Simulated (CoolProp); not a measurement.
The fluid at 298.15 K and 1.77 MPa flows at 0.23 m/s in a round tube of 25 mm bore and 1.5 µm roughness, fully developed (64/Re and Nu = 3.66 if laminar; Colebrook and Gnielinski if turbulent). The same conditions are run with several fluids, on thermodynamics alone (safety and materials aside).

Computed with CoolProp (reference Helmholtz-energy equation of state of each fluid (propylene: Lemmon 2013; n-pentane: Thol 2019; n-octane: Beckmüller 2019; n-butane: Bücker 2006; R236FA: Pan 2012)).

Problem. Rank propylene, n-pentane, n-octane, n-butane, R236FA by Reynolds number, highest first.

Solution. propylene (30400), R236FA (26700), n-butane (20500), n-pentane (19500), n-octane (7730)

| fluid | Darcy friction factor | pressure drop (Pa/m) | heat-transfer coefficient (W/(m² K)) | mass flow (kg/h) |
|---|---|---|---|---|
| propylene | 0.0236 | 12.7 | 587 | 207 |
| n-pentane | 0.0262 | 17.3 | 506 | 253 |
| n-octane | 0.0332 | 24.6 | 342 | 285 |
| n-butane | 0.0259 | 15.8 | 492 | 234 |
| R236FA | 0.0243 | 35.1 | 488 | 556 |

Transport values come from each fluid's own correlations; those of propylene, n-pentane, R236FA are estimates that may be off by 10 % or more.
